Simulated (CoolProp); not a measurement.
p-xylene along the isobar 4.39 bar: density (kg/m³) from the reference equation and from simpler models built on Tc = 616.2 K, pc = 35.32 bar, ω = 0.324; each cubic takes its own stable root.

Model: reference Helmholtz-energy equation of state, Zhou 2012, in CoolProp.

| T (K) | phase | reference | van der Waals | Peng-Robinson |
|---|---|---|---|---|
| 430.7 | liquid | 734.1 | 14.35 | 723.1 |
| 457.8 | liquid | 704.7 | 13.31 | 691.5 |
| 484.8 | gas | 13.11 | 12.42 | 12.93 |
| 511.8 | gas | 12.09 | 11.66 | 12.02 |
| 538.9 | gas | 11.27 | 10.99 | 11.25 |
| 565.9 | gas | 10.59 | 10.40 | 10.58 |
| 593 | gas | 10.00 | 9.867 | 10.00 |
| 620 | gas | 9.489 | 9.393 | 9.490 |

At some of these states van der Waals gives the other phase, because its saturation line lies elsewhere.
